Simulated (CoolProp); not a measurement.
CH2F2 (R32) along the isotherm 125.05 °C: density (kg/m³) from the reference equation and from simpler models built on Tc = 78.1 °C, pc = 57.83 bar, ω = 0.277; each cubic takes its own stable root.

The numbers come from the reference Helmholtz-energy equation of state, Tillner-Roth 1997 in CoolProp.

```tsv
p (bar)	phase	reference
10.8	gas	17.81
21.7	gas	37.72
32.5	gas	59.83
43.4	gas	85.20
54.2	gas	114.3
65.1	supercritical	148.8
75.9	supercritical	190.0
86.7	supercritical	240.0
```

### Question
How far does each simpler model (ideal gas, Redlich-Kwong, Soave-Redlich-Kwong) lie from the reference over these 8 states: mean and median of the absolute difference, and the worst?

### Answer
- ideal gas: mean 23.3 %, median 22.7 %, worst -43.2 % at 125.05 °C and 86.7 bar
- Redlich-Kwong: mean 0.4 %, median 0.4 %, worst -0.5 % at 125.05 °C and 43.4 bar
- Soave-Redlich-Kwong: mean 4.0 %, median 3.4 %, worst -9.5 % at 125.05 °C and 86.7 bar
